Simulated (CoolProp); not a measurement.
Vapour-liquid equilibrium of C2F6 (R116) (1) + R22 (2) at 263 K; x and y are mole fractions of (1).

The numbers come from the multi-fluid Helmholtz-energy mixture model, Lemmon 2006 and Kamei 1995; pair parameters Bell 2016 in CoolProp.

```json
[
 {"x": "0.05", "bubble pressure, mixture model (MPa)": "0.5473", "bubble pressure, Raoult's law (MPa)": "0.4051", "y, mixture model": "0.356", "y, Raoult's law": "0.172"},
 {"x": "0.125", "bubble pressure, mixture model (MPa)": "0.7577", "bubble pressure, Raoult's law (MPa)": "0.4835", "y, mixture model": "0.542", "y, Raoult's law": "0.361"},
 {"x": "0.2", "bubble pressure, mixture model (MPa)": "0.8983", "bubble pressure, Raoult's law (MPa)": "0.5618", "y, mixture model": "0.622", "y, Raoult's law": "0.497"},
 {"x": "0.275", "bubble pressure, mixture model (MPa)": "0.9940", "bubble pressure, Raoult's law (MPa)": "0.6401", "y, mixture model": "0.667", "y, Raoult's law": "0.600"},
 {"x": "0.35", "bubble pressure, mixture model (MPa)": "1.063", "bubble pressure, Raoult's law (MPa)": "0.7185", "y, mixture model": "0.697", "y, Raoult's law": "0.681"},
 {"x": "0.425", "bubble pressure, mixture model (MPa)": "1.117", "bubble pressure, Raoult's law (MPa)": "0.7968", "y, mixture model": "0.721", "y, Raoult's law": "0.745"},
 {"x": "0.5", "bubble pressure, mixture model (MPa)": "1.163", "bubble pressure, Raoult's law (MPa)": "0.8751", "y, mixture model": "0.743", "y, Raoult's law": "0.798"},
 {"x": "0.575", "bubble pressure, mixture model (MPa)": "1.206", "bubble pressure, Raoult's law (MPa)": "0.9535", "y, mixture model": "0.766", "y, Raoult's law": "0.843"},
 {"x": "0.65", "bubble pressure, mixture model (MPa)": "1.248", "bubble pressure, Raoult's law (MPa)": "1.032", "y, mixture model": "0.791", "y, Raoult's law": "0.880"},
 {"x": "0.725", "bubble pressure, mixture model (MPa)": "1.288", "bubble pressure, Raoult's law (MPa)": "1.110", "y, mixture model": "0.821", "y, Raoult's law": "0.913"},
 {"x": "0.8", "bubble pressure, mixture model (MPa)": "1.327", "bubble pressure, Raoult's law (MPa)": "1.188", "y, mixture model": "0.858", "y, Raoult's law": "0.941"},
 {"x": "0.875", "bubble pressure, mixture model (MPa)": "1.361", "bubble pressure, Raoult's law (MPa)": "1.267", "y, mixture model": "0.902", "y, Raoult's law": "0.965"},
 {"x": "0.95", "bubble pressure, mixture model (MPa)": "1.387", "bubble pressure, Raoult's law (MPa)": "1.345", "y, mixture model": "0.957", "y, Raoult's law": "0.987"}
]
```

The largest gap from Raoult's law is +59.9 % in bubble pressure, at x = 0.2. No azeotrope shows between x = 0.05 and 0.95.

Pair parameters are fitted to limited data, so mixtures are less certain than the pure fluids. With so large a gap from Raoult's law the liquid may split in two, which this calculation doesn't test in full.
